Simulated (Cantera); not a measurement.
What does this Cantera script print?

```python
import numpy as np
import cantera as ct

gas = ct.Solution("SiF4_NH3_mec.yaml", "gas")
gas.TPX = 1850, 3800, {'NH3': 1, 'H2': 15}
reactor = ct.IdealGasConstPressureReactor(gas, energy="off", clone=False)
net = ct.ReactorNet([reactor])
net.rtol, net.atol = 1e-08, 1e-18
show = ['NH3', 'H2', 'H', 'N2H4', 'N2H2', 'N2', 'NH2']
times = np.geomspace(1e-06, 3, 10)

steps = ct.SolutionArray(gas, extra=["t"])
rows = []
print(f"{'t/s':>10s}{'T/K':>9s}{'P/Pa':>11s}" + "".join(f"{s:>11s}" for s in show))
for t in times:
    while net.time < t:
        t_next = net.step()
        steps.append(gas.state, t=t_next)
    rows.append([np.interp(t, steps.t, y) for y in (steps.T, steps.P, *steps(*show).X.T)])
    print(f"{t:10.3e}{rows[-1][0]:9.1f}{rows[-1][1]:11.4g}" + "".join(f"{x:11.3e}" for x in rows[-1][2:]))
rate = np.gradient(steps.T, steps.t)
print("integrator steps:", len(steps.t))
if steps.T.max() > steps.T[0] + 200:
    print(f"time of steepest temperature rise: {steps.t[rate.argmax()]:.4e} s")
gas.TPX = 1850, 3800, {'NH3': 1, 'H2': 15}
gas.equilibrate("TP")
print(f"equilibrium (TP): T = {gas.T:.1f} K  " + "  ".join(f"{s} {gas[s].X[0]:.3e}" for s in show))
```

Output:

```
       t/s      T/K       P/Pa        NH3         H2          H       N2H4       N2H2         N2        NH2
 1.000e-06   1850.0       3800  6.250e-02  9.375e-01  5.487e-09  5.189e-20  6.681e-19  1.051e-23  3.950e-09
 5.244e-06   1850.0       3800  6.250e-02  9.375e-01  3.371e-08  4.126e-18  6.072e-17  2.960e-20  1.578e-08
 2.750e-05   1850.0       3800  6.250e-02  9.375e-01  2.085e-07  1.185e-16  2.901e-15  4.408e-17  5.106e-08
 1.442e-04   1850.0       3800  6.250e-02  9.375e-01  1.140e-06  2.963e-15  1.383e-13  4.651e-14  2.211e-07
 7.563e-04   1850.0       3800  6.250e-02  9.375e-01  6.024e-06  8.054e-14  5.079e-12  2.525e-11  1.113e-06
 3.966e-03   1850.0       3800  6.249e-02  9.375e-01  3.162e-05  2.208e-12  1.626e-10  5.790e-09  5.787e-06
 2.080e-02   1850.0       3800  6.246e-02  9.373e-01  1.647e-04  5.972e-11  6.437e-09  1.262e-06  3.008e-05
 1.091e-01   1850.0       3800  6.187e-02  9.372e-01  5.588e-04  6.707e-10  1.281e-07  2.389e-04  1.010e-04
 5.721e-01   1850.0       3800  5.660e-02  9.400e-01  6.019e-04  6.470e-10  1.282e-07  2.718e-03  9.923e-05
 3.000e+00   1850.0       3800  3.591e-02  9.508e-01  7.061e-04  3.500e-10  7.486e-08  1.247e-02  7.302e-05
integrator steps: 540
equilibrium (TP): T = 1850.0 K  NH3 1.625e-07  H2 9.679e-01  H 2.737e-03  N2H4 1.046e-19  N2H2 1.162e-15  N2 2.937e-02  NH2 1.258e-09
```

Computed with Cantera and the gas-phase N/H chemistry of the illustrative SiF4/NH3 mechanism in the Surface Chemkin manual (1991). Walls and surfaces, which speed up NH3 decomposition in real reactors, are not modelled.
